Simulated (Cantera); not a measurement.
Cantera run:

```python
import numpy as np
import cantera as ct

gas_names = """
    CL CL2 H HCL H2 N NH NH2 NH3 N2 N2H2 N2H4 Si SiCL SiCL2 SiCL3 SiCL4 SiH SiHCL3 SiH2 SiH2CL2 SiH3
    SiH3CL SiH4 SiN Si2 Si2N Si3
""".split()
cond_names = """
    NH4CL(a) NH4CL(b) Si(cr) Si(L) Si3N4(a)
""".split()


def load(file, names, dense=False):
    # The tables refer to 1 bar. Condensed volumes are neglected.
    table = {s.name: s for s in ct.Species.list_from_file(file)}
    out = []
    for n in names:
        d = dict(table[n].input_data)
        d["thermo"] = dict(d["thermo"], **{"reference-pressure": 1e5})
        if dense:
            d["equation-of-state"] = {"model": "constant-volume", "density": "1e6 g/cm^3"}
        out.append(ct.Species.from_dict(d))
    return out


gas = ct.Solution(thermo="ideal-gas", species=load("nasa_gas.yaml", gas_names))
cond = {s.name: ct.Solution(thermo="fixed-stoichiometry", species=[s], name=s.name)
        for s in load("nasa_condensed.yaml", cond_names, dense=True)}
atoms = {
    'SiH2Cl2': {'Si': 1, 'H': 2, 'CL': 2},
    'Cl2': {'CL': 2},
    'N2': {'N': 2},
}
top_T = {'Si3N4(a)': 2400}  # K; cautious upper limits of use, not melting points


def equilibrate(T, P, feed):
    n = {}
    for name, mol in feed.items():
        for a, k in atoms[name].items():
            n[a] = n.get(a, 0.0) + k * mol
    gas.TPX = T, P, n
    mass = sum(n.values()) * gas.mean_molecular_weight
    gas.equilibrate("TP")
    valid = [c for c in cond.values() if c.min_temp <= T <= top_T.get(c.name, c.max_temp)]
    mix = ct.Mixture([(gas, mass / gas.mean_molecular_weight)] + [(c, 0.0) for c in valid])
    mix.T, mix.P = T, P
    mix.equilibrate("TP", solver="vcs", rtol=1e-11, max_steps=5000)
    return mix


results = []
T = 1748.15  # K
P = 240  # Pa
for m in [3.6, 4.8, 6.3, 8.2, 11, 14, 19, 25, 33, 43, 56, 74, 97]:
    feed = {'SiH2Cl2': 1, 'Cl2': 0.42, 'N2': m}  # mol
    mix = equilibrate(T, P, feed)
    results.append((T, P, feed, dict(zip(mix.species_names, mix.species_moles))))

top = {s: max(r[3][s] / sum(r[3][g] for g in gas_names) for r in results) for s in gas_names}
cols = sorted((s for s in top if top[s] > 0.001), key=lambda s: -top[s])[:7]
seen = [c for c in cond_names if any(r[3].get(c, 0) > 1e-12 for r in results)]
print("log10 of partial pressures in bar; condensed amounts in mol")
print(f"{'n(N2)':>10s}" + "".join(f"{s[:9]:>10s}" for s in cols + seen))
for T, P, feed, n in results:
    ng = sum(n[g] for g in gas_names)
    print(f"{feed['N2']:10.4g}" + "".join(f"{np.log10(max(n[s] / ng * P / 1e5, 1e-99)):10.3f}" for s in cols)
          + "".join(f"{n.get(c, 0):10.4g}" for c in seen))
```

Result:

```
log10 of partial pressures in bar; condensed amounts in mol
     n(N2)        N2     SiCL2       HCL        H2     SiCL3        CL         H
       3.6    -2.843    -3.407    -3.485    -3.632    -5.271    -5.423    -5.457
       4.8    -2.797    -3.486    -3.564    -3.712    -5.389    -5.461    -5.497
       6.3    -2.761    -3.568    -3.646    -3.795    -5.511    -5.501    -5.538
       8.2    -2.733    -3.653    -3.731    -3.881    -5.638    -5.543    -5.581
        11    -2.707    -3.755    -3.832    -3.984    -5.789    -5.593    -5.632
        14    -2.689    -3.842    -3.919    -4.072    -5.920    -5.636    -5.677
        19    -2.672    -3.958    -4.034    -4.188    -6.092    -5.693    -5.735
        25    -2.660    -4.065    -4.141    -4.297    -6.252    -5.746    -5.789
        33    -2.651    -4.177    -4.251    -4.409    -6.418    -5.800    -5.845
        43    -2.644    -4.286    -4.359    -4.519    -6.580    -5.853    -5.900
        56    -2.638    -4.396    -4.467    -4.630    -6.743    -5.905    -5.956
        74    -2.634    -4.514    -4.583    -4.749    -6.917    -5.961    -6.015
        97    -2.631    -4.630    -4.695    -4.866    -7.087    -6.016    -6.073
```

Equilibrium computed with Cantera from the NASA thermochemical tables; the gas is ideal and each condensed phase is pure. The tables' values for SiCl3, SiCl are old estimates; treat these amounts as uncertain.
